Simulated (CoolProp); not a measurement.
n-nonane along the isobar 78 bar: Z from the reference equation and from simpler models built on Tc = 594.5 K, pc = 22.82 bar, ω = 0.443; each cubic takes its own stable root.

Model: reference Helmholtz-energy equation of state, Lemmon 2006, in CoolProp. It is a short technical equation, of lower accuracy than the large ones.

```csv
T (K),phase,reference
439.9,liquid,0.4481
452.2,liquid,0.4434
464.5,liquid,0.4393
476.8,liquid,0.4359
489.1,liquid,0.4332
501.4,liquid,0.4312
513.8,liquid,0.4298
526.1,liquid,0.4292
538.4,liquid,0.4294
550.7,liquid,0.4304
563,liquid,0.4324
575.4,liquid,0.4354
587.7,liquid,0.4395
600,supercritical,0.4449
```

How far does each simpler model (van der Waals, Redlich-Kwong, Soave-Redlich-Kwong) lie from the reference over these 14 states: mean and median of the absolute difference, and the worst?


- van der Waals: mean 59.8 %, median 60.7 %, worst +68.6 % at 439.9 K and 78 bar
- Redlich-Kwong: mean 19.9 %, median 20.2 %, worst +20.8 % at 439.9 K and 78 bar
- Soave-Redlich-Kwong: mean 16.2 %, median 15.8 %, worst +18.4 % at 600 K and 78 bar
